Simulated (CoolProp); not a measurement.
Saturation properties of R1336mzz(E) (Tc = 403.5 K, pc = 2.779 MPa, ω = 0.413).

Computed with CoolProp (reference Helmholtz-energy equation of state, Akasaka 2023).

| T (K) | p (MPa) | liquid density (kg/m³) | enthalpy of vaporisation (kJ/kg) | vapour Z |
|---|---|---|---|---|
| 253.7 | 0.02881 | 1449 | 167.0 | 0.9806 |
| 259.8 | 0.03926 | 1433 | 164.0 | 0.9756 |
| 265.9 | 0.05256 | 1417 | 161.1 | 0.9697 |
| 272.1 | 0.06955 | 1400 | 158.0 | 0.9628 |
| 278.2 | 0.09025 | 1384 | 154.9 | 0.9550 |
| 284.3 | 0.1155 | 1366 | 151.8 | 0.9462 |
| 290.4 | 0.1460 | 1349 | 148.6 | 0.9362 |
| 296.6 | 0.1831 | 1330 | 145.3 | 0.9250 |
| 302.7 | 0.2263 | 1311 | 141.9 | 0.9127 |
| 308.8 | 0.2770 | 1292 | 138.4 | 0.8992 |
| 314.9 | 0.3359 | 1272 | 134.8 | 0.8843 |
| 321.1 | 0.4052 | 1250 | 131.0 | 0.8678 |
| 327.2 | 0.4834 | 1228 | 127.0 | 0.8500 |
| 333.3 | 0.5726 | 1205 | 122.9 | 0.8308 |
| 339.4 | 0.6736 | 1181 | 118.5 | 0.8098 |

It boils at 281.0 K under 1 atm.
